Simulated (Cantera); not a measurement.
Input (Python, Cantera) and output of one run.

```python
import numpy as np
import cantera as ct

gas_names = [...]  # 49 gases of nasa_gas.yaml made of B, Cl, H, N, O
cond_names = """
    B(b) B(L) BN(s) B2O3(L) B3O3H3(cr) H2O(s) H2O(L) NH4CL(a) NH4CL(b)
""".split()


# ... load() reads the species with a 1 bar reference pressure and builds the phases ...
atoms = {
    'BCl3': {'B': 1, 'CL': 3},
    'H2O': {'H': 2, 'O': 1},
    'N2': {'N': 2},
    'H2': {'H': 2},
}
top_T = {'BN(s)': 3200}  # K; cautious upper limits of use, not melting points


# ... equilibrate(T, P, feed) seeds the gas with the atoms and calls Mixture.equilibrate('TP', solver="vcs", rtol=1e-11, max_steps=5000) ...
results = []
feed = {'BCl3': 1, 'H2O': 0.26, 'N2': 11, 'H2': 2.4}  # mol
for P in [10, 32, 100, 320, 1000, 3200, 10000, 32000, 100000]:
    for T in [1723, 1773, 1823, 1873, 1923, 1973, 2023, 2073, 2123, 2173]:
        mix = equilibrate(T, P, feed)
        results.append((T, P, feed, dict(zip(mix.species_names, mix.species_moles))))

for T, P, feed, n in results:
    print(f"{T:7g} {P:10.4g}  " + (" + ".join(c for c in cond_names if n.get(c, 0) > 1e-12) or "gas only"))
```

Result:

```
   1723         10  BN(s)
   1773         10  BN(s)
   1823         10  gas only
   1873         10  gas only
   1923         10  gas only
   1973         10  gas only
   2023         10  gas only
   2073         10  gas only
   2123         10  gas only
   2173         10  gas only
   1723         32  BN(s)
   1773         32  BN(s)
   1823         32  BN(s)
   1873         32  gas only
   1923         32  gas only
   1973         32  gas only
   2023         32  gas only
   2073         32  gas only
   2123         32  gas only
   2173         32  gas only
   1723        100  BN(s)
   1773        100  BN(s)
   1823        100  BN(s)
   1873        100  BN(s)
   1923        100  BN(s)
   1973        100  gas only
   2023        100  gas only
   2073        100  gas only
   2123        100  gas only
   2173        100  gas only
   1723        320  BN(s)
   1773        320  BN(s)
   1823        320  BN(s)
   1873        320  BN(s)
   1923        320  BN(s)
   1973        320  BN(s)
   2023        320  gas only
   2073        320  gas only
   2123        320  gas only
   2173        320  gas only
   1723       1000  BN(s)
   1773       1000  BN(s)
   1823       1000  BN(s)
   1873       1000  BN(s)
   1923       1000  BN(s)
   1973       1000  BN(s)
   2023       1000  BN(s)
   2073       1000  BN(s)
   2123       1000  gas only
   2173       1000  gas only
   1723       3200  BN(s)
   1773       3200  BN(s)
   1823       3200  BN(s)
   1873       3200  BN(s)
   1923       3200  BN(s)
   1973       3200  BN(s)
   2023       3200  BN(s)
   2073       3200  BN(s)
   2123       3200  BN(s)
   2173       3200  BN(s)
   1723      1e+04  BN(s)
   1773      1e+04  BN(s)
   1823      1e+04  BN(s)
   1873      1e+04  BN(s)
   1923      1e+04  BN(s)
   1973      1e+04  BN(s)
   2023      1e+04  BN(s)
   2073      1e+04  BN(s)
   2123      1e+04  BN(s)
   2173      1e+04  BN(s)
   1723    3.2e+04  BN(s)
   1773    3.2e+04  BN(s)
   1823    3.2e+04  BN(s)
   1873    3.2e+04  BN(s)
   1923    3.2e+04  BN(s)
   1973    3.2e+04  BN(s)
   2023    3.2e+04  BN(s)
   2073    3.2e+04  BN(s)
   2123    3.2e+04  BN(s)
   2173    3.2e+04  BN(s)
   1723      1e+05  BN(s) + B2O3(L)
   1773      1e+05  BN(s)
   1823      1e+05  BN(s)
   1873      1e+05  BN(s)
   1923      1e+05  BN(s)
   1973      1e+05  BN(s)
   2023      1e+05  BN(s)
   2073      1e+05  BN(s)
   2123      1e+05  BN(s)
   2173      1e+05  BN(s)
```

Cantera equilibrium calculation (NASA polynomials, part measured and part estimated; ideal gas, pure solids and liquids). Mutual solubility and eutectic melting of coexisting phases are not modelled. The tables' values for BCl2 are old estimates.
